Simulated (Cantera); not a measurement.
Input: 1 mol (CH3)2SiCl2, 0.041 mol C2H2, 4.3 mol H2, 0.0063 mol C2H4, equilibrated at 0.133 bar.

Method: chemical equilibrium by Gibbs-energy minimisation in Cantera with the NASA 1993 tables (ideal gas, pure condensed phases). Candidate condensed phases: C, C6H6, C7H8, C8H18, Si, SiC; 109 gas species. The feed counts by its element totals alone. The tables' values for SiCl3 are old estimates; treat these amounts as uncertain. Kinetics and transport are ignored.

x: gas mole fraction; n: condensed amount in mol.

| T (K) | x H2 | x HCl | x SiCl4 | x CH4 | x SiHCl3 | x SiCl2 | n C(graphite) | n SiC(s) |
|---|---|---|---|---|---|---|---|---|
| 1100 | 0.819 | 0.155 | 0.0213 | 0.00321 | 0.00166 | 5.16e-5 | 1.26 | 0.811 |
| 1125 | 0.810 | 0.167 | 0.0179 | 0.00253 | 0.00151 | 7.57e-5 | 1.24 | 0.838 |
| 1150 | 0.802 | 0.179 | … | … | … | … | 1.21 | 0.863 |
| 1175 | 0.795 | 0.190 | 0.0120 | 0.00161 | 0.00119 | 0.000149 | 1.19 | 0.886 |
| 1200 | 0.788 | 0.199 | … | … | … | … | 1.18 | 0.907 |
| 1225 | 0.783 | 0.207 | 0.00744 | 0.00107 | 0.000877 | 0.000262 | 1.16 | 0.925 |
| 1250 | 0.778 | 0.214 | 0.00570 | 0.000887 | 0.000738 | 0.000335 | 1.15 | 0.939 |
| 1275 | 0.774 | 0.219 | 0.00431 | 0.000740 | 0.000614 | 0.000418 | 1.14 | 0.951 |
| 1300 | 0.771 | 0.223 | 0.00322 | 0.000623 | 0.000507 | 0.000511 | 1.13 | 0.960 |
| 1325 | 0.769 | 0.227 | 0.00240 | 0.000529 | 0.000416 | 0.000615 | 1.12 | 0.967 |
| 1350 | 0.767 | 0.229 | 0.00178 | 0.000452 | 0.000341 | 0.000730 | 1.12 | 0.972 |
| 1375 | 0.766 | 0.231 | 0.00132 | 0.000389 | 0.000279 | 0.000856 | 1.12 | 0.975 |
| 1400 | 0.765 | 0.232 | 0.000977 | 0.000337 | 0.000228 | 0.000994 | 1.11 | 0.978 |

Task: Complete the blanks.

Result: 
- 1150, x SiCl4: 0.0148
- 1150, x CH4: 0.00201
- 1150, x SiHCl3: 0.00135
- 1150, x SiCl2: 0.000108
- 1200, x SiCl4: 0.00955
- 1200, x CH4: 0.00131
- 1200, x SiHCl3: 0.00103
- 1200, x SiCl2: 0.000200
